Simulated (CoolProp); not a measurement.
Model: reference Helmholtz-energy equation of state, Lemmon 2006, in CoolProp. It is a short technical equation, of lower accuracy than the large ones.

Give the vapour pressure (bar), liquid density (kg/m³), vapour density (kg/m³), enthalpy of vaporisation (kJ/kg) of saturated carbon monoxide at -151.15 °C.


```
T (°C)   p (bar)  liquid density (kg/m³)  vapour density (kg/m³)  enthalpy of vaporisation (kJ/kg)
-------  -------  ----------------------  ----------------------  --------------------------------
-151.15     20.8                     557                    89.7                               121
```
